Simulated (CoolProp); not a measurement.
Propylene along the isobar 0.101 MPa: density (kg/m³) from the reference equation and from simpler models built on Tc = 91.1 °C, pc = 4.555 MPa, ω = 0.146; each cubic takes its own stable root.

Model: reference Helmholtz-energy equation of state, Lemmon 2013, in CoolProp.

```csv
T (°C),phase,reference
-114.85,liquid,688.4
-95.95,liquid,667.1
-77.15,liquid,645.5
-58.35,liquid,623.2
-39.55,gas,2.260
-20.65,gas,2.075
-1.85,gas,1.921
16.95,gas,1.790
35.75,gas,1.676
54.65,gas,1.576
73.45,gas,1.488
92.25,gas,1.410
```

**Question.** How far does each simpler model (van der Waals, Redlich-Kwong, Soave-Redlich-Kwong, Peng-Robinson) lie from the reference over these 12 states: mean and median of the absolute difference, and the worst?

**Answer.** 
- van der Waals: mean 28.4 %, median 0.7 %, worst -99.6 % at -58.35 °C and 0.101 MPa
- Redlich-Kwong: mean 2.4 %, median 0.2 %, worst -7.1 % at -58.35 °C and 0.101 MPa
- Soave-Redlich-Kwong: mean 2.2 %, median 0.1 %, worst -6.9 % at -114.85 °C and 0.101 MPa
- Peng-Robinson: mean 1.9 %, median 0.1 %, worst +6.1 % at -58.35 °C and 0.101 MPa

At some of these states van der Waals gives the other phase, because its saturation line lies elsewhere.
